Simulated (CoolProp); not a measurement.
Vapour-liquid equilibrium of R125 (1) + cyclopropane (2) at 0.75 MPa; x and y are mole fractions of (1).

The numbers come from the multi-fluid Helmholtz-energy mixture model, Lemmon 2005 and Polt 1992; pair parameters Bell 2016 in CoolProp. This equation is an older, rougher fit; its heat capacities, sound speeds and derivatives of the liquid may be far off and weren't checked against measurements.

### Question
Give the bubble temperature and the first vapour's composition at x = 0.15, 0.45, 0.75. Is there an azeotrope?

### Answer
x = 0.15: 11.4 °C, y = 0.394; x = 0.45: 3.8 °C, y = 0.604; x = 0.75: 1.9 °C, y = 0.755. y crosses x between x = 0.75 and 0.85: the model has an azeotrope there.

The pair parameters rest on a limited set of measurements; away from them the model extrapolates.
